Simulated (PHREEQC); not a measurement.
0.013 g of hydrous ferric oxide (600 m²/g; 0.2 weak and 0.005 strong sites per Fe, Dzombak-Morel constants, diffuse double layer) in 1 kg of water with 0.1 mol/kgw of an inert sodium salt and 4.7e-05 mmol/kgw SrCl2 and 0.0087 mmol/kgw NaF, at 25 °C; the pH is set by adding NaOH or the inert anion's acid. Oxygen is held at 0.21 atm. No CO2 enters from the air. Precipitation was switched off in this run.

The series has 13 steps of pH, from 4 to 12.

The numbers come from PHREEQC with the ion-association model, wateq4f.dat.

Near which pH is half of the Sr sorbed, and on which side is more sorbed?

Near pH 9.1, with more sorbed at higher pH.
